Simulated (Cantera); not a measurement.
Feed: 1 mol Cr, 0.66 mol NH3, held at 1073 K and 13.0 Pa.

Method: chemical equilibrium by Gibbs-energy minimisation in Cantera with the NASA 1993 tables (ideal gas, pure condensed phases). Candidate condensed phases: Cr, CrN, Cr2N; 11 gas species. Mutual solubility and eutectic melting of coexisting phases are not modelled. The numbers say what is thermodynamically allowed, not how fast it happens.

Base state: H2 0.776, N2 0.224 (mole fractions); condensed: Cr(s) + Cr2N(s).

**Question.** What changes in the equilibrium state with this change: pressure from 13.0 Pa to 1 atm?

**Answer.** 
```tsv
species	before	after
H2	0.776	0.993
N2	0.224	0.00673
NH3	1.56e-8	3.05e-5
Cr(s), mol	0.822	0
Cr2N(s), mol	0.0891	0.353
CrN(s), mol	0	0.293
```
